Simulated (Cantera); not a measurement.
# Hydrocarbon pyrolysis for carbon deposition

A perfectly stirred reactor is fed with C2H6 : H2 = 1 : 6.9 (molar parts), at 750 Torr; it is held at 1375 K, and followed from long to short residence time.

Computed with Cantera and GRI-Mech 3.0 (53 species, 325 reactions). GRI-Mech 3.0 stops at C3 and has no aromatics, soot or wall deposition, so with more carbon than oxygen in the feed, carbon stays in small species such as C2H2 where larger ones or solid carbon would form.

```tsv
τ (s)	x C2H6	x H2	x C2H4	x CH2	x CH4	x CH3	x H
7.3	0.000312	0.790	0.0146	9.59e-11	0.178	2.21e-5	4.91e-6
2.5	0.000493	0.807	0.0206	1.49e-10	0.149	2.52e-5	6.81e-6
0.87	0.000764	0.824	0.0273	2.33e-10	0.119	2.82e-5	9.69e-6
0.30	0.00119	0.839	0.0340	3.63e-10	0.0939	3.12e-5	1.38e-5
0.10	0.00198	0.850	0.0407	5.78e-10	0.0747	3.54e-5	1.96e-5
0.036	0.00340	0.855	0.0476	9.15e-10	0.0632	4.17e-5	2.65e-5
0.012	0.00660	0.859	0.0558	1.55e-9	0.0554	5.28e-5	3.53e-5
0.0042	0.0132	0.860	0.0621	2.61e-9	0.0496	7.02e-5	4.44e-5
0.0015	0.0267	0.862	0.0619	4.33e-9	0.0421	9.63e-5	5.19e-5
0.00050	0.0534	0.866	0.0491	6.82e-9	0.0292	0.000132	5.54e-5
0.00017	0.0871	0.870	0.0275	8.27e-9	0.0145	0.000154	5.30e-5
```
x: mole fraction; the columns are a selection and need not sum to one.
